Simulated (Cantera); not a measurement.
Source: NASA polynomial tables (part measured, part estimated), evaluated in Cantera. Values are per mole of reaction as written; species without (g) are pure solids or liquids, kept so even where they would boil at 1 bar.

Between 875 and 1225 K, where is each reaction favourable under standard conditions?
- 2 Si₂C(g) ⇌ SiC₂(g) + 3 Si(g)
- 2 SiC₂(g) ⇌ 3 C + Si₂C(g)


- 2 Si₂C(g) ⇌ SiC₂(g) + 3 Si(g): ΔG° is 666 kJ at 875 K and 572 kJ at 1225 K; it stays positive (K < 1). ΔH° is 900 kJ and ΔS° 268 J/K at 1225 K.
- 2 SiC₂(g) ⇌ 3 C + Si₂C(g): ΔG° is -504 kJ at 875 K and -427 kJ at 1225 K; it stays negative (K > 1). ΔH° is -694 kJ and ΔS° -217 J/K at 1225 K.
